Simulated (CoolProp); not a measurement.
Computed with CoolProp (reference Helmholtz-energy equation of state, Gedanitz 2015).

### Question
For cyclopentane, give the phase and the Z, cp (kJ/(kg K)), speed of sound (m/s), expansivity (1/kK) at 522.5 K and 22800 kPa.

### Answer
- 522.5 K and 22800 kPa: supercritical; Z 0.674, cp 2.79, speed of sound 597, expansivity 1.95
